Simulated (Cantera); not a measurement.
An isothermal, constant-pressure homogeneous reactor starts with NH3 : N2 = 1 : 0.13 (molar parts), at 1475 K and 210 Torr. Integrator tolerance rtol = 1e-08.

Computed with Cantera and the gas-phase N/H chemistry of the illustrative SiF4/NH3 mechanism in the Surface Chemkin manual (1991). Walls and surfaces, which speed up NH3 decomposition in real reactors, are not modelled.

### Question
What does this change do: temperature 1475 to 2200 K?

### Answer
| quantity | before | after |
|---|---|---|
| x(NH3) at 2.00 s | 0.866 (gas-phase equilibrium 5.93e-6) | 3.28e-6 (gas-phase equilibrium 1.31e-6) |
| x(N2H2) at 2.00 s | 4.35e-7 (gas-phase equilibrium <1e-12) | <1e-12 (gas-phase equilibrium <1e-12) |
| x(H2) at 2.00 s | 0.0151 (gas-phase equilibrium 0.704) | 0.697 (gas-phase equilibrium 0.697) |
| x(N) at 2.00 s | 5.43e-10 (gas-phase equilibrium <1e-12) | 3.17e-8 (gas-phase equilibrium 1.27e-8) |
| x(NH2) at 2.00 s | 4.22e-5 (gas-phase equilibrium 3.77e-10) | 1.30e-7 (gas-phase equilibrium 5.21e-8) |
